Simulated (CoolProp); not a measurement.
Model: reference Helmholtz-energy equation of state, Lemmon 2006, in CoolProp. It is a short technical equation, of lower accuracy than the large ones.

### Question
Give the vapour pressure (MPa), liquid density (kg/m³), vapour density (kg/m³), liquid cp (kJ/(kg K)) of saturated CH3F (R41) at -74.05, -60.15, -57.85 °C.

### Answer
```tsv
T (°C)	p (MPa)	liquid density (kg/m³)	vapour density (kg/m³)	liquid cp (kJ/(kg K))
-74.05	0.128	872	2.76	2.08
-60.15	0.251	842	5.22	2.11
-57.85	0.279	837	5.75	2.12
```
